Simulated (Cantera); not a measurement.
Charge: 1 mol SiH4, 1600 mol H2, equilibrated at 1875 K and 6900 Pa.

Cantera equilibrium calculation (NASA polynomials, part measured and part estimated; ideal gas, pure solids and liquids). Candidate condensed phases: Si; 9 gas species. Gases not in the tables: Si2H6 and higher silanes. The numbers say what is thermodynamically allowed, not how fast it happens.

What is the equilibrium state?

x(H2): 0.997
x(H): 0.00249
x(Si): 0.000131
x(SiH2): 4.96e-5
x(SiH): 3.19e-5
n(Si(l)): 0.654 mol
gas amount: 1604 mol
